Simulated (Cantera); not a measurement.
A closed system holds: 1 mol Cu2O, 1.2 mol C, 0.13 mol H2, 3.7 mol CH4, held at 725 °C and 640 Pa.

Method: chemical equilibrium by Gibbs-energy minimisation in Cantera with the NASA 1993 tables (ideal gas, pure condensed phases). Candidate condensed phases: C, C6H6, C7H8, C8H18, Cu, CuO, Cu(OH)2, Cu2O, H2O; 113 gas species. Kinetics and transport are ignored.

Base state: H2 0.882, CO 0.117, CH4 0.000485, H2O 0.000269, CO2 5.16e-5 (mole fractions); condensed: C(graphite) + Cu(s).

Problem. What changes in the equilibrium state with this change: Cu2O replaced by SiO2?

Solution. 
| species | before | after |
|---|---|---|
| H2 | 0.882 | 0.999 |
| CH4 | 0.000485 | 0.000623 |
| CO | 0.117 | 1.82e-5 |
| H2O | 0.000269 | 4.75e-8 |
| CO2 | 5.16e-5 | <1e-9 |
| C(graphite), mol | 3.90 | 4.90 |
| Cu(s), mol | 2.00 | 0 |
| SiO2(β-quartz), mol | 0 | 1.000 |
Further candidate phases: Si, SiC, SiO2.
